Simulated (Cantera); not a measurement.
A perfectly stirred reactor is fed with C₂H₄ : H₂ = 1 : 3.7 (molar parts), at 14.3 Torr; it is held at 1625 K, and followed from long to short residence time.

Detailed kinetics in Cantera: GRI-Mech 3.0 (53 species, 325 reactions). GRI-Mech 3.0 was tuned for natural gas; its chemistry of ethylene as a main component is partial and can be far from experiment. GRI-Mech 3.0 stops at C3 and has no aromatics, soot or wall deposition, so with more carbon than oxygen in the feed, carbon stays in small species such as C2H2 where larger ones or solid carbon would form. Radical loss at walls, strong at low pressure, is not modelled.

One state of this run: x C₂H₄ = 0.00913; x H₂ = 0.823; x C₂H = 7.57e-8; x CH₂ = 5.71e-10; x CH₄ = 0.000123; x C₂H₆ = 1.11e-7; x H = 9.67e-5. x: mole fraction; the columns are a selection and need not sum to one.

Problem. Which value of τ (s) does it belong to?
A. 0.017
B. 0.072
C. 0.63
D. 0.0040

Solution. C, 0.63
